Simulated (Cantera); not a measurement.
A closed system holds: 1 mol SiH₂Cl₂, 0.014 mol Cl₂, 170 mol H₂, at 2.18 Torr.

Cantera equilibrium calculation (NASA polynomials, part measured and part estimated; ideal gas, pure solids and liquids). Candidate condensed phases: Si; 19 gas species. Gases not in the tables: Si₂H₆ and higher silanes. Rates play no part.

### Question
Which condensed phases are stable at each of these points (T (°C)): 927, 977, 1027, 1077, 1127, 1177, 1227, 1277, 1327, 1377, 1427, 1477?

### Answer
```tsv
T (°C)	condensed phases	Si condensed (%)
927	Si(s)	94.7
977	Si(s)	94.5
1027	Si(s)	94.2
1077	Si(s)	93.9
1127	Si(s)	93.7
1177	Si(s)	93.4
1227	Si(s)	93.1
1277	Si(s)	92.7
1327	Si(s)	92.0
1377	Si(s)	90.5
1427	Si(l)	87.6
1477	Si(l)	82.4
```

From 927 °C to 1377 °C the condensed part is Si(s). From 1427 °C to 1477 °C the condensed part is Si(l).
